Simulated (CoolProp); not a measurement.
Vapour-liquid equilibrium of R125 (1) + propylene (2) at 6.93 bar; x and y are mole fractions of (1).

The numbers come from the multi-fluid Helmholtz-energy mixture model, Lemmon 2005 and Lemmon 2013; pair parameters Bell 2016 in CoolProp.

```json
[
 {"x": "0.05", "bubble temperature (°C)": "3.0", "y at the bubble point": "0.111", "dew temperature at overall composition x (°C)": "4.6", "liquid density (mol/L)": "12.70"},
 {"x": "0.2", "bubble temperature (°C)": "-1.8", "y at the bubble point": "0.316", "dew temperature at overall composition x (°C)": "0.8", "liquid density (mol/L)": "12.40"},
 {"x": "0.35", "bubble temperature (°C)": "(withheld)", "y at the bubble point": "(withheld)", "dew temperature at overall composition x (°C)": "-2.5", "liquid density (mol/L)": "(withheld)"},
 {"x": "0.5", "bubble temperature (°C)": "-4.7", "y at the bubble point": "0.524", "dew temperature at overall composition x (°C)": "-4.6", "liquid density (mol/L)": "11.77"},
 {"x": "0.65", "bubble temperature (°C)": "-4.6", "y at the bubble point": "0.615", "dew temperature at overall composition x (°C)": "-4.4", "liquid density (mol/L)": "11.51"},
 {"x": "0.8", "bubble temperature (°C)": "-3.5", "y at the bubble point": "0.732", "dew temperature at overall composition x (°C)": "-2.5", "liquid density (mol/L)": "(withheld)"},
 {"x": "0.95", "bubble temperature (°C)": "-0.5", "y at the bubble point": "0.914", "dew temperature at overall composition x (°C)": "0.1", "liquid density (mol/L)": "11.05"}
]
```

Problem. Some entries are withheld; supply them.

Solution. 
- 0.35, bubble temperature (°C): -3.9
- 0.35, y at the bubble point: 0.434
- 0.35, liquid density (mol/L): 12.07
- 0.8, liquid density (mol/L): 11.28

y crosses x between x = 0.5 and 0.65: the model has an azeotrope there.

The pair parameters rest on a limited set of measurements; away from them the model extrapolates.
